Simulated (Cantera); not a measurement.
A closed system holds: 1 mol CH2F2, 1.5 mol F2, 7.4 mol H2, held at 1198.15 K and 44.0 mbar.

These are equilibrium values from Cantera (NASA tables, ideal gas, pure condensed phases), not measurements of a reactor. Candidate condensed phases: C, C6H6, C7H8, C8H18; 95 gas species. Equilibrium is a limit: real reactors are often held back by kinetics, nucleation or transport.

Base state: H2 0.541, HF 0.459, CH4 0.000206 (mole fractions); condensed: C(graphite).

Task: What changes in the equilibrium state with this change: temperature from 1198.15 K to 2123 K?

Result: 
```json
[
 {"species": "H2", "before": "0.541", "after": "0.531"},
 {"species": "HF", "before": "0.459", "after": "0.456"},
 {"species": "H", "before": "6.68e-7", "after": "0.0125"},
 {"species": "C2H2 (acetylene)", "before": "5.37e-8", "after": "0.000879"},
 {"species": "CH4", "before": "0.000206", "after": "3.87e-6"},
 {"species": "C(graphite), mol", "before": "0.998", "after": "0.981"}
]
```

Task: What changes in the equilibrium state with this change: F2 from 1.5 to 0.015 mol?

Result: 
```tsv
species	before	after
H2	0.541	0.784
HF	0.459	0.216
CH4	0.000206	0.000433
C(graphite), mol	0.998	0.996
```

Task: What changes in the equilibrium state with this change: temperature from 1198.15 K to 2323 K?

Result: 
| species | before | after |
|---|---|---|
| H2 | 0.541 | 0.510 |
| HF | 0.459 | 0.450 |
| H | 6.68e-7 | 0.0371 |
| C2H2 (acetylene) | 5.37e-8 | 0.00247 |
| F | <1e-9 | 4.16e-5 |
| CH4 | 0.000206 | 2.35e-6 |
| C(graphite), mol | 0.998 | 0.945 |
